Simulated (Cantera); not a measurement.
An isothermal, constant-pressure homogeneous reactor starts with H2 : O2 : N2 = 1.8 : 1 : 2.2 (molar parts), equivalence ratio 0.90, at 900 K and 0.410 bar. Integrator tolerance rtol = 1e-08.

Cantera simulation using the H2/O2 subset of GRI-Mech 3.0, which has no nitrogen chemistry; the numbers are that mechanism's predictions, not measurements. Below about 950 K walls govern HO2 and H2O2 in real vessels. The temperature is held fixed by assumption; the heat of reaction is taken as removed at once.

**Question.** What does this change do: temperature 900 to 850 K?

**Answer.** 
```
quantity                                              before                                      after
-----------------  -----------------------------------------  -----------------------------------------
x(H2) at 40.0 s    0.000450 (gas-phase equilibrium 1.41e-11)     0.145 (gas-phase equilibrium 2.03e-12)
x(O2) at 40.0 s        0.0246 (gas-phase equilibrium 0.0244)      0.0949 (gas-phase equilibrium 0.0244)
x(H2O2) at 40.0 s   1.37e-6 (gas-phase equilibrium 2.99e-11)  0.000577 (gas-phase equilibrium 1.30e-11)
x(O) at 40.0 s      1.52e-9 (gas-phase equilibrium 1.32e-12)     4.18e-9 (gas-phase equilibrium <1e-12)
x(H) at 40.0 s        1.59e-9 (gas-phase equilibrium <1e-12)     4.28e-8 (gas-phase equilibrium <1e-12)
```
